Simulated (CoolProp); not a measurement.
Tetradecamethylhexasiloxane (MD4M) along the isotherm 346.85 °C: density (kg/m³) from the reference equation and from simpler models built on Tc = 380.0 °C, pc = 828.6 kPa, ω = 0.800; each cubic takes its own stable root.

Values from CoolProp's reference Helmholtz-energy equation of state, Thol 2019.

```json
[
 {"p (kPa)": "34.5", "phase": "gas", "reference": "3.137", "van der Waals": "3.116", "Redlich-Kwong": "3.124"},
 {"p (kPa)": "69", "phase": "gas", "reference": "6.412", "van der Waals": "6.325", "Redlich-Kwong": "6.358"},
 {"p (kPa)": "104", "phase": "gas", "reference": "9.894", "van der Waals": "9.685", "Redlich-Kwong": "9.762"},
 {"p (kPa)": "138", "phase": "gas", "reference": "13.45", "van der Waals": "13.06", "Redlich-Kwong": "13.20"},
 {"p (kPa)": "173", "phase": "gas", "reference": "17.31", "van der Waals": "16.65", "Redlich-Kwong": "16.89"},
 {"p (kPa)": "207", "phase": "gas", "reference": "21.28", "van der Waals": "20.28", "Redlich-Kwong": "20.63"},
 {"p (kPa)": "242", "phase": "gas", "reference": "25.63", "van der Waals": "24.16", "Redlich-Kwong": "24.67"},
 {"p (kPa)": "276", "phase": "gas", "reference": "30.16", "van der Waals": "28.10", "Redlich-Kwong": "28.80"},
 {"p (kPa)": "311", "phase": "gas", "reference": "35.19", "van der Waals": "32.35", "Redlich-Kwong": "33.29"},
 {"p (kPa)": "345", "phase": "gas", "reference": "40.52", "van der Waals": "36.69", "Redlich-Kwong": "37.92"},
 {"p (kPa)": "380", "phase": "gas", "reference": "46.55", "van der Waals": "41.42", "Redlich-Kwong": "43.01"},
 {"p (kPa)": "414", "phase": "gas", "reference": "53.11", "van der Waals": "46.30", "Redlich-Kwong": "48.34"}
]
```
